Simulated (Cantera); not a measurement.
A closed system holds: 1 mol Pb, 0.087 mol H2, 10 mol N2, at 7.50 Torr.

Equilibrium computed with Cantera from the NASA thermochemical tables; the gas is ideal and each condensed phase is pure. Candidate condensed phases: Pb; 11 gas species. Rates play no part.

**Question.** Which condensed phases are stable at each of these points (T (°C)): 202, 302, 402, 502, 602, 702, 802, 902, 1002, 1102, 1202, 1302?

**Answer.** 
```json
[
 {"T (°C)": "202", "condensed phases": "Pb(s)", "Pb condensed (%)": "100.0"},
 {"T (°C)": "302", "condensed phases": "Pb(s)", "Pb condensed (%)": "100.0"},
 {"T (°C)": "402", "condensed phases": "Pb(l)", "Pb condensed (%)": "100.0"},
 {"T (°C)": "502", "condensed phases": "Pb(l)", "Pb condensed (%)": "100.0"},
 {"T (°C)": "602", "condensed phases": "Pb(l)", "Pb condensed (%)": "99.9"},
 {"T (°C)": "702", "condensed phases": "Pb(l)", "Pb condensed (%)": "99.1"},
 {"T (°C)": "802", "condensed phases": "Pb(l)", "Pb condensed (%)": "92.3"},
 {"T (°C)": "902", "condensed phases": "Pb(l)", "Pb condensed (%)": "54.1"},
 {"T (°C)": "1002", "condensed phases": "gas only", "Pb condensed (%)": "0.0"},
 {"T (°C)": "1102", "condensed phases": "gas only", "Pb condensed (%)": "0.0"},
 {"T (°C)": "1202", "condensed phases": "gas only", "Pb condensed (%)": "0.0"},
 {"T (°C)": "1302", "condensed phases": "gas only", "Pb condensed (%)": "0.0"}
]
```

From 202 °C to 302 °C the condensed part is Pb(s). From 402 °C to 902 °C the condensed part is Pb(l). From 1002 °C to 1302 °C nothing is condensed.
